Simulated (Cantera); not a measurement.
Cantera run:

```python
import numpy as np
import cantera as ct

gas_names = """
    B BCL BCL2 BCL3 BH BH2 BH3 BN B2 CL CL2 H HCL H2 N NH NH2 NH3 N2 N2H2 N2H4
""".split()
cond_names = """
    B(b) B(L) BN(s) NH4CL(a) NH4CL(b)
""".split()


# ... load() reads the species with a 1 bar reference pressure and builds the phases ...
atoms = {
    'BN': {'B': 1, 'N': 1},
    'HCl': {'H': 1, 'CL': 1},
}
top_T = {'BN(s)': 3200}  # K; cautious upper limits of use, not melting points


# ... equilibrate(T, P, feed) seeds the gas with the atoms and calls Mixture.equilibrate('TP', solver="vcs", rtol=1e-11, max_steps=5000) ...
results = []
feed = {'BN': 1, 'HCl': 11}  # mol
P = 1000  # Pa
for T in [900, 950, 1000, 1050, 1100, 1150, 1200, 1250, 1300, 1350, 1400]:
    mix = equilibrate(T, P, feed)
    results.append((T, P, feed, dict(zip(mix.species_names, mix.species_moles))))
    x = sorted(zip(gas.X, gas.species_names), reverse=True)
    print(f"T = {T:g} K  P = {P:g} Pa  gas = {mix.phase_moles(0):.4g} mol")
    print("   x: " + "  ".join(f"{s} {v:.3e}" for v, s in x if v > 0.0001))
    print("   condensed (mol): " + ("  ".join(f"{mix.phase(i).name} {mix.phase_moles(i):.4g}"
          for i in range(1, mix.n_phases) if mix.phase_moles(i) > 1e-12) or "none"))
```

It prints:

```
T = 900 K  P = 1000 Pa  gas = 11 mol
   x: HCL 9.834e-01  H2 8.295e-03  BCL3 5.530e-03  N2 2.765e-03
   condensed (mol): BN(s) 0.9392
T = 950 K  P = 1000 Pa  gas = 11 mol
   x: HCL 9.776e-01  H2 1.121e-02  BCL3 7.472e-03  N2 3.736e-03
   condensed (mol): BN(s) 0.9178
T = 1000 K  P = 1000 Pa  gas = 11 mol
   x: HCL 9.707e-01  H2 1.467e-02  BCL3 9.782e-03  N2 4.891e-03
   condensed (mol): BN(s) 0.8924
T = 1050 K  P = 1000 Pa  gas = 11 mol
   x: HCL 9.626e-01  H2 1.869e-02  BCL3 1.246e-02  N2 6.231e-03
   condensed (mol): BN(s) 0.8629
T = 1100 K  P = 1000 Pa  gas = 11 mol
   x: HCL 9.535e-01  H2 2.325e-02  BCL3 1.550e-02  N2 7.750e-03
   condensed (mol): BN(s) 0.8295
T = 1150 K  P = 1000 Pa  gas = 11 mol
   x: HCL 9.433e-01  H2 2.832e-02  BCL3 1.888e-02  N2 9.441e-03
   condensed (mol): BN(s) 0.7923
T = 1200 K  P = 1000 Pa  gas = 11 mol
   x: HCL 9.322e-01  H2 3.387e-02  BCL3 2.258e-02  N2 1.129e-02
   condensed (mol): BN(s) 0.7516
T = 1250 K  P = 1000 Pa  gas = 11 mol
   x: HCL 9.203e-01  H2 3.985e-02  BCL3 2.656e-02  N2 1.328e-02
   condensed (mol): BN(s) 0.7078
T = 1300 K  P = 1000 Pa  gas = 11 mol
   x: HCL 9.075e-01  H2 4.621e-02  BCL3 3.079e-02  N2 1.540e-02
   condensed (mol): BN(s) 0.6612
T = 1350 K  P = 1000 Pa  gas = 11 mol
   x: HCL 8.941e-01  H2 5.290e-02  BCL3 3.523e-02  N2 1.762e-02
   condensed (mol): BN(s) 0.6123
T = 1400 K  P = 1000 Pa  gas = 11 mol
   x: HCL 8.802e-01  H2 5.985e-02  BCL3 3.983e-02  N2 1.994e-02  CL 1.441e-04
   condensed (mol): BN(s) 0.5613
```

Equilibrium computed with Cantera from the NASA thermochemical tables; the gas is ideal and each condensed phase is pure. The tables' values for BCl2 are old estimates; treat these amounts as uncertain. Gases not in the tables: BHCl2.
